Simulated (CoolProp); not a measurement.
Model: reference Helmholtz-energy equation of state, Lemmon 2005, in CoolProp.

Question: Give the vapour pressure (MPa), liquid cp (kJ/(kg K)), liquid viscosity (µPa s), vapour viscosity (µPa s) of saturated R125 at 292.1, 297 K.

Answer: 
```
T (K)  p (MPa)  liquid cp (kJ/(kg K))  liquid viscosity (µPa s)  vapour viscosity (µPa s)
-----  -------  ---------------------  ------------------------  ------------------------
292.1     1.17                   1.36                       155                      13.0
297       1.34                   1.40                       143                      13.4
```

Viscosity comes from a separate model (Huber 2006).
